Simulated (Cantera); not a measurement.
# Thermodynamics of iron carbonyl, mercury and lead vapours, feed Pb + H2 + N2

Charge: 1 mol Pb, 0.27 mol H2, 6.7 mol N2, at 525 K and 1.20 bar.

Equilibrium computed with Cantera from the NASA thermochemical tables; the gas is ideal and each condensed phase is pure. Candidate condensed phases: Pb; 11 gas species. Rates play no part.

```yaml
x(N2): 0.962
x(H2): 0.0366
x(NH3): 0.00147
n(Pb(s)): 1.00 mol
gas_amount: 6.960 mol
```
